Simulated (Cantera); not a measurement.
A Cantera script and its output.

```python
import numpy as np
import cantera as ct

gas = ct.Solution("gri30.yaml")


def delay(T, t_max=10):
    gas.TPX = T, 2300000, {'CO': 1, 'H2': 0.085, 'CH4': 0.51, 'O2': 2.95, 'N2': 11.1}
    reactor = ct.IdealGasConstPressureReactor(gas, clone=False)
    net = ct.ReactorNet([reactor])
    net.rtol, net.atol = 1e-8, 1e-16
    while net.time < t_max:
        t_old, T_old = net.time, reactor.T
        net.step()
        if reactor.T > T + 400:  # ignition: a rise of 400 K
            return t_old + (T + 400 - T_old) / (reactor.T - T_old) * (net.time - t_old)
    return np.nan


taus = []
for T in [875, 950, 1025, 1100, 1175, 1250, 1325, 1400, 1475]:
    taus.append(delay(T))
    print(f"T0 = {T:6g} K   tau = {taus[-1]:.4e} s")
```

Result:

```
T0 =    875 K   tau = 2.5231e-01 s
T0 =    950 K   tau = 4.4079e-02 s
T0 =   1025 K   tau = 9.9367e-03 s
T0 =   1100 K   tau = 2.7059e-03 s
T0 =   1175 K   tau = 8.8767e-04 s
T0 =   1250 K   tau = 3.4964e-04 s
T0 =   1325 K   tau = 1.5943e-04 s
T0 =   1400 K   tau = 8.0487e-05 s
T0 =   1475 K   tau = 4.3668e-05 s
```

Detailed kinetics in Cantera: GRI-Mech 3.0 (53 species, 325 reactions). The pressure lies above the range GRI-Mech 3.0 was tuned for (to about 10 atm). Below about 1000 K GRI-Mech 3.0 lacks low-temperature oxidation paths. Below about 950 K walls govern HO2 and H2O2 in real vessels.
